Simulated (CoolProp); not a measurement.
Vapour-liquid equilibrium of R143a (1) + R134a (2) at 0.00987 MPa; x and y are mole fractions of (1).

Values from CoolProp's multi-fluid Helmholtz-energy mixture model, Lemmon and Jacobsen 2000 and Tillner-Roth 1994; pair parameters Lemmon 2004.

Give the bubble temperature and the first vapour's composition at x = 0.5, 0.575, 0.725. Is there an azeotrope?

x = 0.5: -79.7 °C, y = 0.809; x = 0.575: -81.0 °C, y = 0.854; x = 0.725: -83.2 °C, y = 0.922. No azeotrope shows between x = 0.05 and 0.95.

The pair parameters rest on a limited set of measurements; away from them the model extrapolates.
